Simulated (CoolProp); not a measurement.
C3F8 (R218) along the isotherm 177.1 K: fugacity coefficient from the reference equation and from simpler models built on Tc = 345.0 K, pc = 26.40 bar, ω = 0.317; each cubic takes its own stable root.

Values from CoolProp's reference Helmholtz-energy equation of state, Lemmon 2006. It is a short technical equation, of lower accuracy than the large ones.

```csv
p (bar),phase,reference,van der Waals,Redlich-Kwong,Peng-Robinson
2.64,liquid,0.008773,0.3228,0.03268,0.009346
5.28,liquid,0.004468,0.1663,0.01667,0.004755
7.92,liquid,0.003034,0.1142,0.01134,0.003226
10.6,liquid,0.002310,0.08796,0.008649,0.002453
13.2,liquid,0.001889,0.07273,0.007085,0.002004
15.8,liquid,0.001607,0.06257,0.006037,0.001703
18.5,liquid,0.001398,0.05508,0.005263,0.001481
21.1,liquid,0.001249,0.04972,0.004707,0.001321
23.8,liquid,0.001128,0.04544,0.004259,0.001192
26.4,liquid,0.001035,0.04217,0.003916,0.001093
29,liquid,0.0009598,0.03952,0.003636,0.001012
31.7,liquid,0.0008947,0.03726,0.003395,0.0009424
34.3,liquid,0.0008420,0.03545,0.003200,0.0008860
37,liquid,0.0007954,0.03386,0.003028,0.0008360
39.6,liquid,0.0007567,0.03257,0.002886,0.0007946
```
